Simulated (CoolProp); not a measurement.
Computed with CoolProp (reference Helmholtz-energy equation of state, Lemmon 2006). It is a short technical equation, of lower accuracy than the large ones.

**Question.** Give the vapour pressure (MPa), enthalpy of vaporisation (kJ/kg), liquid cp (kJ/(kg K)), surface tension (mN/m) of saturated toluene at 33.85, 50.95 °C.

**Answer.** 
```
T (°C)  p (MPa)  enthalpy of vaporisation (kJ/kg)  liquid cp (kJ/(kg K))  surface tension (mN/m)
------  -------  --------------------------------  ---------------------  ----------------------
33.85   0.00591                               408                   1.73                    26.8
50.95    0.0128                               398                   1.79                    24.8
```

Surface tension comes from a separate correlation (Mulero 2012).
